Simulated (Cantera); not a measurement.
A closed system holds: 1 mol H2O, 0.83 mol N2, at 110 Pa.

Equilibrium computed with Cantera from the NASA thermochemical tables; the gas is ideal and each condensed phase is pure. Candidate condensed phases: H2O; 24 gas species. Equilibrium is a limit: real reactors are often held back by kinetics, nucleation or transport.

### Question
At 1600 °C, list the 4 most abundant gas species with their mole fractions, and the condensed phases.

### Answer
H2O 0.517, N2 0.447, H2 0.0184, O2 0.00771. Condensed: gas only.
